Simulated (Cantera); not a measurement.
A closed system holds: 1 mol CF₄, 0.37 mol HCl, 0.12 mol H₂, equilibrated at 44.0 mbar.

These are equilibrium values from Cantera (NASA tables, ideal gas, pure condensed phases), not measurements of a reactor. Candidate condensed phases: C, C₆H₆, C₇H₈, C₈H₁₈; 118 gas species. Gases not in the tables: C₂F₆ and larger saturated fluorocarbons. Equilibrium is a limit: real reactors are often held back by kinetics, nucleation or transport. All values below are at 1500 °C.

Base state: CF₄ 0.472, HF 0.330, Cl 0.161, Cl₂ 0.0148, HCl 0.0119, CF₂ 0.00435, CClF₃ 0.00422, F 0.000849 (mole fractions); condensed: C(graphite).

Problem. What changes in the equilibrium state with this change: pressure from 44.0 mbar to 0.180 bar?

Solution. 
| species | before | after |
|---|---|---|
| CF₄ | 0.472 | 0.487 |
| HF | 0.330 | 0.328 |
| Cl | 0.161 | 0.117 |
| Cl₂ | 0.0148 | 0.0317 |
| HCl | 0.0119 | 0.0243 |
| CCl₂F₂ | 2.75e-5 | 0.000121 |
| F | 0.000849 | 0.000298 |
| C(graphite), mol | 0.142 | 0.136 |
